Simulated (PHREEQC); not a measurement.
Dissolve 0.86 mol LiOH and 6.2e-05 mol H4SiO4 per kg of water at 20 °C. Closed to the air; pH follows from the charge balance.

Model: Pitzer model, pitzer.dat, run in PHREEQC.

| Property | Value |
|---|---|
| pH | 13.79 |
| ionic strength | 0.860 mol/kgw |
| activity of water | 0.974 |
| density | 1.021 g/cm³ |
| osmotic coefficient | 0.861 |
| total alkalinity | 860 meq/kg |

```csv
species,molality,activity,log γ
Li+,0.860,0.571,-0.178
OH-,0.860,0.414,-0.318
H2SiO4-2,6.03e-5,2.26e-6,-1.426
H3SiO4-,1.73e-6,7.50e-7,-0.363
```

This is a speciation only: nothing precipitates in the calculation.
